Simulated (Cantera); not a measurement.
Input: 1 mol AlN, 0.017 mol C, 2.4 mol N2, held at 2800 °C and 1 atm.

Equilibrium computed with Cantera from the NASA thermochemical tables; the gas is ideal and each condensed phase is pure. Candidate condensed phases: Al, AlN, C; 16 gas species. Rates play no part.

Base state: N2 0.741, Al 0.255, CN 0.00277, Al2 0.000524, C2N2 0.000408, C3 0.000188, C 6.49e-5, AlC 4.64e-5 (mole fractions); condensed: gas only.

Problem. What changes in the equilibrium state with this change: temperature from 2800 °C to 1652 °C?

Solution. 
```json
[
 {"species": "N2", "before": "0.741", "after": "1.000"},
 {"species": "Al", "before": "0.255", "after": "4.58e-6"},
 {"species": "C2N2", "before": "0.000408", "after": "8.76e-7"},
 {"species": "CN", "before": "0.00277", "after": "2.03e-7"},
 {"species": "Al2", "before": "0.000524", "after": "<1e-9"},
 {"species": "C3", "before": "0.000188", "after": "<1e-9"},
 {"species": "C", "before": "6.49e-5", "after": "<1e-9"},
 {"species": "AlN(s), mol", "before": "0", "after": "1.000"},
 {"species": "C(graphite), mol", "before": "0", "after": "0.0170"}
]
```
